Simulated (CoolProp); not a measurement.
Vapour-liquid equilibrium of R125 (1) + propylene (2) at 31.05 °C; x and y are mole fractions of (1).

Values from CoolProp's multi-fluid Helmholtz-energy mixture model, Lemmon 2005 and Lemmon 2013; pair parameters Bell 2016.

Q: Give the bubble pressure and the first vapour's composition at x = 0.05, 0.2, 0.35. Is there an azeotrope?

A: x = 0.05: 1.437 MPa, y = 0.096; x = 0.2: 1.646 MPa, y = 0.290; x = 0.35: 1.765 MPa, y = 0.420. y crosses x between x = 0.5 and 0.65: the model has an azeotrope there.

Pair parameters are fitted to limited data, so mixtures are less certain than the pure fluids.
